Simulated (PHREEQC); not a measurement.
Metal-bearing waste water: an equilibrium model

A solution holds 11 mmol/kgw ZnSO4 and 71 mmol/kgw MgSO4, at 25 °C. Closed to the air; pH follows from the charge balance.

Model: ion-association model, wateq4f.dat, run in PHREEQC.

Precipitation was switched off in this run.

Question: Predict the pH, ionic strength.

Answer: pH 6.02; ionic strength 0.161 mol/kgw.

Question: In which forms is Zn present?

Answer: Zn+2 44 %, ZnSO4 43 %, Zn(SO4)2-2 13 % of the Zn.

Complexes and solids missing from the database can't appear.
